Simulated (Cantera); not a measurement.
Feed: 1 mol CaCl2, 0.42 mol H2O, 6.3 mol N2, held at 0.100 bar.

Method: chemical equilibrium by Gibbs-energy minimisation in Cantera with the NASA 1993 tables (ideal gas, pure condensed phases). Candidate condensed phases: Ca, CaCl2, CaO, Ca(OH)2, H2O, NH4Cl; 36 gas species. Mutual solubility and eutectic melting of coexisting phases are not modelled. Condensed phases not in the tables: oxide chlorides. Kinetics and transport are ignored.

### Question
At 1277 °C, list the 4 most abundant gas species with their mole fractions, and the condensed phases.

### Answer
N2 0.881, HCl 0.0584, CaCl2 0.0311, H2O 0.0293. Condensed: CaCl2(l) + CaO(s).
